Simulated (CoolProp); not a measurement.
A closed Brayton cycle with carbon dioxide: compressor inlet 328.15 K and 9.4 MPa, high pressure 21.7 MPa, turbine inlet 880 K, compressor efficiency 0.89, turbine efficiency 0.93, recuperator effectiveness 0.8 (on enthalpy, no pinch check). Each further row changes one setting.

The numbers come from the reference Helmholtz-energy equation of state, Span 1996 in CoolProp.

| case | thermal efficiency (%) | net work (kJ/kg) | compressor to turbine work | compressor exit (K) | turbine exit (K) |
|---|---|---|---|---|---|
| as stated | 29.7 | 86.0 | 0.30 | 392.3 | 771.6 |
| turbine inlet 830 K | 28.9 | 78.3 | 0.32 | 392.3 | 725.5 |
| compressor inlet 338.15 K | 29.2 | 80.2 | 0.35 | 409.1 | 771.6 |
| high pressure 18.4 MPa | 26.9 | 71.4 | 0.29 | 379.5 | 792.5 |
| recuperator effectiveness 0.5 | 20.3 | 86.0 | 0.30 | 392.3 | 771.6 |
